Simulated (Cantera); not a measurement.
Input: 1 mol C2H2, 2.8 mol CO2, 6.6 mol N2, at 2175 K and 0.0140 bar.

Cantera equilibrium calculation (NASA polynomials, part measured and part estimated; ideal gas, pure solids and liquids). Candidate condensed phases: C, C6H6, C7H8, C8H18, H2O; 136 gas species. Rates play no part.

Base state: N2 0.530, CO 0.348, H2 0.0487, CO2 0.0367, H2O 0.0266, H 0.00911, OH 0.000669, NO 9.60e-5 (mole fractions); condensed: gas only.

What changes in the equilibrium state with this change: temperature from 2175 K to 1923.15 K?


```csv
species,before,after
N2,0.530,0.532
CO,0.348,0.348
H2,0.0487,0.0539
H,0.00911,0.00185
CO2,0.0367,0.0387
H2O,0.0266,0.0257
O2,2.03e-5,4.05e-7
O,8.76e-5,1.95e-6
NO,9.60e-5,7.01e-6
```

What changes in the equilibrium state with this change: temperature from 2175 K to 548.15 K?


```csv
species,before,after
N2,0.530,0.660
CO2,0.0367,0.242
H2O,0.0266,0.0755
CO,0.348,0.00106
H2,0.0487,0.0196
H,0.00911,<1e-9
CH4,<1e-9,0.00242
"C(graphite), mol",0,2.35
```
